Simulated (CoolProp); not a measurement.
Vapour-liquid equilibrium of n-hexane (1) + p-xylene (2) at 303.8 K; x and y are mole fractions of (1).

The numbers come from the multi-fluid Helmholtz-energy mixture model, Thol 2019 and Zhou 2012; pair parameters Bell 2016 in CoolProp.

```
x     bubble pressure, mixture model (MPa)  bubble pressure, Raoult's law (MPa)  y, mixture model  y, Raoult's law
----  ------------------------------------  -----------------------------------  ----------------  ---------------
0.05                              0.003293                             0.002818             0.532            0.455
0.2                               0.007750                             0.006420             0.829            0.798
0.35                               0.01155                              0.01002             0.904            0.895
0.5                                0.01492                              0.01362             0.940            0.941
0.65                               0.01807                              0.01723             0.963            0.967
0.8                                0.02119                              0.02083             0.980            0.984
0.95                               0.02447                              0.02443             0.995            0.997
```

The largest gap from Raoult's law is +20.7 % in bubble pressure, at x = 0.2. No azeotrope shows between x = 0.05 and 0.95.

Pair parameters are fitted to limited data, so mixtures are less certain than the pure fluids.
